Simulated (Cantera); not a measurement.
Input (Python, Cantera) and output of one run.

```python
import numpy as np
import cantera as ct

gas_names = [...]  # 151 gases of nasa_gas.yaml made of C, H, N, O, Si
cond_names = """
    C(gr) C6H6(L) C7H8(L) C8H18(L),n-octa H2O(s) H2O(L) Si(cr) Si(L) SiC(b) SiO2(Lqz) SiO2(hqz) SiO2(L)
    Si2N2O(s) Si3N4(a)
""".split()


# ... load() reads the species with a 1 bar reference pressure and builds the phases ...
atoms = {
    'TEOS': {'Si': 1, 'C': 8, 'H': 20, 'O': 4},
    'NO': {'N': 1, 'O': 1},
    'H2': {'H': 2},
}
top_T = {'C(gr)': 4500, 'SiC(b)': 3050, 'Si2N2O(s)': 2100, 'Si3N4(a)': 2400}  # K; cautious upper limits of use, not melting points


# ... equilibrate(T, P, feed) seeds the gas with the atoms and calls Mixture.equilibrate('TP', solver="vcs", rtol=1e-11, max_steps=5000) ...
results = []
feed = {'TEOS': 1, 'NO': 0.15, 'H2': 0.91}  # mol
P = 1000  # Pa
for T in [1000, 1150, 1300, 1450, 1600, 1750, 1900, 2050]:
    mix = equilibrate(T, P, feed)
    results.append((T, P, feed, dict(zip(mix.species_names, mix.species_moles))))
    x = sorted(zip(gas.X, gas.species_names), reverse=True)
    print(f"T = {T:g} K  P = {P:g} Pa  gas = {mix.phase_moles(0):.4g} mol")
    print("   x: " + "  ".join(f"{s} {v:.3e}" for v, s in x if v > 1e-05))
    print("   condensed (mol): " + ("  ".join(f"{mix.phase(i).name} {mix.phase_moles(i):.4g}"
          for i in range(1, mix.n_phases) if mix.phase_moles(i) > 1e-12) or "none"))
```

Output:

```
T = 1000 K  P = 1000 Pa  gas = 13.12 mol
   x: H2 8.299e-01  CO 1.631e-01  N2 5.717e-03  CH4 6.576e-04  H2O 5.348e-04  CO2 1.508e-04
   condensed (mol): C(gr) 5.85  SiO2(hqz) 1
T = 1150 K  P = 1000 Pa  gas = 13.13 mol
   x: H2 8.304e-01  CO 1.636e-01  N2 5.710e-03  CH4 1.614e-04  H2O 6.373e-05  CO2 1.056e-05
   condensed (mol): C(gr) 5.849  SiO2(hqz) 1
T = 1300 K  P = 1000 Pa  gas = 13.19 mol
   x: H2 8.270e-01  CO 1.694e-01  N2 3.546e-03  CH4 5.378e-05  SiO 1.363e-05  H2O 1.277e-05  HCN 1.121e-05  H 1.006e-05
   condensed (mol): C(gr) 5.765  SiO2(hqz) 0.9435  Si2N2O(s) 0.02815
T = 1450 K  P = 1000 Pa  gas = 15.14 mol
   x: H2 7.207e-01  CO 2.738e-01  N2 4.933e-03  SiO 4.320e-04  H 8.029e-05  HCN 4.376e-05  CH4 1.715e-05
   condensed (mol): C(gr) 2.862  SiC(b) 0.9935
T = 1600 K  P = 1000 Pa  gas = 15.14 mol
   x: H2 7.204e-01  CO 2.733e-01  N2 4.892e-03  SiO 7.928e-04  H 4.614e-04  HCN 1.215e-04  C2H2,acetylene 1.981e-05
   condensed (mol): C(gr) 2.871  SiC(b) 0.988
T = 1750 K  P = 1000 Pa  gas = 15.15 mol
   x: H2 7.189e-01  CO 2.726e-01  N2 4.805e-03  H 1.972e-03  SiO 1.306e-03  HCN 2.808e-04  C2H2,acetylene 8.260e-05
   condensed (mol): C(gr) 2.883  SiC(b) 0.9802
T = 1900 K  P = 1000 Pa  gas = 15.19 mol
   x: H2 7.145e-01  CO 2.713e-01  H 6.708e-03  N2 4.645e-03  SiO 1.979e-03  HCN 5.611e-04  C2H2,acetylene 2.728e-04  Si 4.684e-05  HNC 2.634e-05
   condensed (mol): C(gr) 2.894  SiC(b) 0.9691
T = 2050 K  P = 1000 Pa  gas = 15.29 mol
   x: H2 7.028e-01  CO 2.686e-01  H 1.902e-02  N2 4.378e-03  SiO 2.801e-03  HCN 9.910e-04  C2H2,acetylene 7.461e-04  Si 5.075e-04  HNC 6.153e-05  SiC2 2.636e-05  SiH 2.574e-05  Si2C 1.709e-05
   condensed (mol): C(gr) 2.905  SiC(b) 0.948
```

Method: chemical equilibrium by Gibbs-energy minimisation in Cantera with the NASA 1993 tables (ideal gas, pure condensed phases). The feed counts by its element totals alone. Mutual solubility and eutectic melting of coexisting phases are not modelled. The tables hold silica as quartz up to 1696 K and as liquid above; real silica turns to tridymite and cristobalite and melts near 1996 K.
